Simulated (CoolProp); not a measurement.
Carbon monoxide along the isotherm -42.75 °C: fugacity coefficient from the reference equation and from simpler models built on Tc = -140.3 °C, pc = 3.498 MPa, ω = 0.050; each cubic takes its own stable root.

The numbers come from the reference Helmholtz-energy equation of state, Lemmon 2006 in CoolProp. It is a short technical equation, of lower accuracy than the large ones.

```tsv
p (MPa)	phase	reference	van der Waals	Redlich-Kwong	Soave-Redlich-Kwong	Peng-Robinson
3.5	supercritical	0.9511	0.9346	0.9461	0.9574	0.9391
7	supercritical	0.9103	0.8762	0.9008	0.9226	0.8899
10.5	supercritical	0.8778	0.8277	0.8647	0.8959	0.8517
14	supercritical	0.8536	0.7918	0.8379	0.8773	0.8234
17.5	supercritical	0.8373	0.7691	0.8196	0.8661	0.8035
21	supercritical	0.8283	0.7578	0.8088	0.8613	0.7908
24.5	supercritical	0.8256	0.7558	0.8043	0.8621	0.7837
28	supercritical	0.8285	0.7613	0.8050	0.8676	0.7815
31.5	supercritical	0.8361	0.7730	0.8102	0.8774	0.7832
35	supercritical	0.8478	0.7900	0.8191	0.8908	0.7883
```
